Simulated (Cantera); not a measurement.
Charge: 1 mol Si, 0.024 mol O2, 290 mol H2, held at 3600 Pa.

Cantera equilibrium calculation (NASA polynomials, part measured and part estimated; ideal gas, pure solids and liquids). Candidate condensed phases: H2O, Si, SiO2; 18 gas species. Mutual solubility and eutectic melting of coexisting phases are not modelled. The tables hold silica as quartz up to 1696 K and as liquid above; real silica turns to tridymite and cristobalite and melts near 1996 K. Gases not in the tables: Si2H6 and higher silanes. Rates play no part.

Q: What share of the Si ends up in condensed phases as a function of T (°C), at 877, 977, 1077, 1177, 1277, 1377, 1477, 1577?

A: 
```
T (°C)  Si condensed (%)                      as
------  ----------------  ----------------------
877                 99.9  Si(s) + SiO2(β-quartz)
977                 98.3  Si(s) + SiO2(β-quartz)
1077                95.2                   Si(s)
1177                95.2                   Si(s)
1277                95.1                   Si(s)
1377                94.7                   Si(s)
1477                93.1                   Si(l)
1577                87.7                   Si(l)
```
